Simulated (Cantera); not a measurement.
Input: 1 mol BN, 2.1 mol O2, 33 mol H2, held at 1200 °C and 17.0 Pa.

These are equilibrium values from Cantera (NASA tables, ideal gas, pure condensed phases), not measurements of a reactor. Candidate condensed phases: B, BN, B2O3, B3O3H3, H2O; 39 gas species. The numbers say what is thermodynamically allowed, not how fast it happens.

Base state: H2 0.890, H2O 0.0653, HBO2 0.0284, N2 0.0147, H 0.000917, B2O3 0.000422, HBO 0.000178 (mole fractions); condensed: gas only.

What changes in the equilibrium state with this change: temperature from 1200 °C to 627 °C?


```tsv
species	before	after
H2	0.890	0.904
H2O	0.0653	0.0805
N2	0.0147	0.0149
HBO2	0.0284	5.49e-5
B2O3	0.000422	<1e-9
HBO	0.000178	<1e-9
H	0.000917	8.53e-9
(HBO2)3	<1e-9	1.44e-5
B2O3(l), mol	0	0.498
```
